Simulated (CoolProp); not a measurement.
Saturated liquid density (kg/m³) of carbonyl sulfide: the reference equation beside estimates from Tc = 378.8 K, pc = 6369 kPa, ω = 0.098. Rackett uses Z = 0.29056 − 0.08775 ω.

Model: reference Helmholtz-energy equation of state, Lemmon 2006, in CoolProp. It is a short technical equation, of lower accuracy than the large ones.

```
T (K)  reference  Rackett  van der Waals  Soave-Redlich-Kwong  Peng-Robinson
-----  ---------  -------  -------------  -------------------  -------------
240.6       1136     1113          730.4                 1076           1216
246.9       1121     1099          721.3                 1061           1200
253.1       1107     1085          712.1                 1046           1183
259.3       1092     1071          702.6                 1030           1166
265.6       1077     1056          692.7                 1013           1147
271.8       1062     1041          682.6                995.9           1128
278         1046     1026          672.2                978.0           1108
284.3       1029     1009          661.3                959.0           1087
```

Absolute difference from the reference over all 8 rows, mean and median: Rackett 2.0 and 2.0 %, van der Waals 35.7 and 35.7 %, Soave-Redlich-Kwong 5.9 and 5.8 %, Peng-Robinson 6.5 and 6.6 %.
